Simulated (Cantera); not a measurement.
Feed: 1 mol FeCl3, 56 mol H2, equilibrated at 2023 K and 0.0165 Torr.

Method: chemical equilibrium by Gibbs-energy minimisation in Cantera with the NASA 1993 tables (ideal gas, pure condensed phases). Candidate condensed phases: Fe, FeCl2, FeCl3; 11 gas species. Kinetics and transport are ignored.

Base state: H2 0.623, H 0.320, HCl 0.0310, Fe 0.0143, Cl 0.0118 (mole fractions); condensed: gas only.

Q: What changes in the equilibrium state with this change: pressure from 0.0165 Torr to 0.000900 Torr?

A: 
```csv
species,before,after
H,0.320,0.764
H2,0.623,0.194
Cl,0.0118,0.0232
HCl,0.0310,0.00793
Fe,0.0143,0.0104
```

Q: What changes in the equilibrium state with this change: temperature from 2023 K to 1875 K?

A: 
```csv
species,before,after
H2,0.623,0.810
H,0.320,0.126
HCl,0.0310,0.0429
Cl,0.0118,0.00504
Fe,0.0143,0.0160
FeCl2,1.31e-6,1.18e-5
```
